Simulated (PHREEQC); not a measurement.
Model water analysis in mg/kgw, 20 °C, pH 7.06, pe 9.2: Na 6.14; K 0.116; Ca 15.8; Mg 1.83; Cl 20.8; S(6) as SO4 6.42; Alkalinity as HCO3 30.6; Zn 0.748; Cd 0.0206; Br 0.0314; F 0.559.

Valence states are taken as typed.

Equilibrium calculation in PHREEQC: ion-association model, phreeqc.dat.

This is a speciation only: nothing precipitates in the calculation.

Problem. Estimate the specific conductance, charge-balance error.

Solution. specific conductance 125 µS/cm; charge-balance error -0.8 %.

Problem. In which forms is S present?

Solution. SO4-2 94 %, CaSO4 4.4 %, MgSO4 1.0 % of the S.
